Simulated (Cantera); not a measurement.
A closed system holds: 1 mol SiCl4, 4.4 mol N2, 0.21 mol H2, 4.9 mol NH3, at 0.100 bar.

Equilibrium computed with Cantera from the NASA thermochemical tables; the gas is ideal and each condensed phase is pure. Candidate condensed phases: NH4Cl, Si, Si3N4; 28 gas species. The tables' values for SiCl3, SiCl, SiN are old estimates; treat these amounts as uncertain. Gases not in the tables: Si2H6 and higher silanes. The numbers say what is thermodynamically allowed, not how fast it happens.

x: gas mole fraction; n: condensed amount in mol.

| T (K) | x N2 | x H2 | x HCl | x SiCl2 | n Si3N4(s) |
|---|---|---|---|---|---|
| 873 | 0.399 | 0.371 | 0.222 | 1.19e-9 | 0.290 |
| 973 | 0.398 | 0.366 | 0.230 | 5.61e-8 | 0.301 |
| 1073 | 0.397 | 0.363 | 0.236 | 1.26e-6 | 0.309 |
| 1173 | 0.396 | 0.361 | 0.239 | 1.63e-5 | 0.313 |
| 1273 | 0.395 | 0.360 | 0.241 | 0.000139 | 0.315 |
| 1373 | 0.396 | 0.360 | 0.240 | 0.000842 | 0.312 |
| 1473 | 0.397 | 0.362 | 0.234 | 0.00374 | 0.296 |
| 1573 | 0.400 | 0.368 | 0.217 | 0.0120 | ? |
| 1673 | 0.406 | 0.379 | 0.185 | 0.0275 | ? |
| 1773 | 0.413 | 0.392 | 0.146 | 0.0465 | ? |
| 1873 | 0.417 | 0.400 | 0.120 | 0.0593 | 0 |
| 1973 | 0.417 | 0.398 | 0.121 | 0.0592 | 0 |
| 2073 | 0.416 | 0.395 | 0.122 | 0.0582 | 0 |

Question: Complete the blanks.

Answer: 
- 1573, n Si3N4(s): 0.251
- 1673, n Si3N4(s): 0.170
- 1773, n Si3N4(s): 0.0694
